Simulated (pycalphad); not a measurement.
CALPHAD calculation (pycalphad, COST 507 light-alloy database (1999)), 1 atm. The data set is of 1999 and partly superseded. Amounts are mole fractions of atoms.

Question: Give the equilibrium state of Sn-0.92Si (at.%) at 807 °C.

Answer: 
```
T = 1080.00 K, P = 101325 Pa, N = 1 mol of atoms
G = -80344 J/mol, H = 29899 J/mol, S = 102.08 J/(mol K)  (SER reference)
chemical potentials (J/mol): Sn -80772, Si -34250
phase             fraction      x(Sn)      x(Si)
LIQUID              0.9980     0.9928     0.0072
DIAMOND_A4          0.0020   4.23e-07     1.0000
```

DIAMOND_A4 is diamond (Si).
